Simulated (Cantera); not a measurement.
## Adiabatic ignition

An adiabatic, constant-volume homogeneous reactor starts with H₂ : O₂ : N₂ = 1 : 0.633 : 2.38 (molar parts), equivalence ratio 0.79, at 1023 K and 0.240 bar.

Computed with Cantera and the H2/O2 subset of GRI-Mech 3.0, which has no nitrogen chemistry.

| t (s) | T (K) | P (bar) | x H₂ | x O₂ | x H | x H₂O | x H₂O₂ | x OH | x O |
|---|---|---|---|---|---|---|---|---|---|
| 3.00e-6 | 1023 | 0.240 | 0.249 | 0.158 | 3.74e-11 | <1e-12 | <1e-12 | <1e-12 | 1.24e-12 |
| 7.32e-6 | 1023 | 0.240 | 0.249 | 0.158 | 9.33e-11 | 8.54e-12 | <1e-12 | 2.90e-12 | 6.04e-12 |
| 1.79e-5 | 1023 | 0.240 | 0.249 | 0.158 | 2.62e-10 | 7.52e-11 | <1e-12 | 1.04e-11 | 2.62e-11 |
| 4.36e-5 | 1023 | 0.240 | 0.249 | 0.158 | 1.05e-9 | 7.34e-10 | <1e-12 | 4.68e-11 | 1.26e-10 |
| 0.000107 | 1023 | 0.240 | 0.249 | 0.158 | 1.14e-8 | 1.35e-8 | 7.14e-12 | 5.28e-10 | 1.46e-9 |
| 0.000260 | 1023 | 0.240 | 0.249 | 0.158 | 2.39e-6 | 3.15e-6 | 8.23e-10 | 1.11e-7 | 3.06e-7 |
| 0.000635 | 2056 | 0.456 | 0.0386 | 0.0484 | 0.0479 | 0.188 | 2.76e-7 | 0.0258 | 0.0231 |
| 0.00155 | 2699 | 0.573 | 0.0229 | 0.0388 | 0.0114 | 0.232 | 3.62e-7 | 0.0296 | 0.00945 |
| 0.00378 | 2700 | 0.573 | 0.0228 | 0.0388 | 0.0114 | 0.232 | 3.63e-7 | 0.0296 | 0.00943 |
| 0.00923 | 2700 | 0.573 | 0.0228 | 0.0388 | 0.0114 | 0.232 | 3.63e-7 | 0.0296 | 0.00943 |
| 0.0225 | 2700 | 0.573 | 0.0228 | 0.0388 | 0.0114 | 0.232 | 3.63e-7 | 0.0296 | 0.00943 |
| 0.0550 | 2700 | 0.573 | 0.0228 | 0.0388 | 0.0114 | 0.232 | 3.63e-7 | 0.0296 | 0.00943 |
| 0.134 | 2700 | 0.573 | 0.0228 | 0.0388 | 0.0114 | 0.232 | 3.63e-7 | 0.0296 | 0.00943 |
| 0.328 | 2700 | 0.573 | 0.0228 | 0.0388 | 0.0114 | 0.232 | 3.63e-7 | 0.0296 | 0.00943 |
| 0.800 | 2700 | 0.573 | 0.0228 | 0.0388 | 0.0114 | 0.232 | 3.63e-7 | 0.0296 | 0.00943 |
x: mole fraction; the columns are a selection and need not sum to one.

| Quantity | Result |
|---|---|
| time of steepest temperature rise | 0.534 ms |
| temperature at 0.800 s | 2700 K |
| equilibrium temperature | 2700 K |
| x(H₂) at 0.800 s | 0.0228 (gas-phase equilibrium 0.0228) |
| x(O₂) at 0.800 s | 0.0388 (gas-phase equilibrium 0.0388) |
| x(H) at 0.800 s | 0.0114 (gas-phase equilibrium 0.0114) |
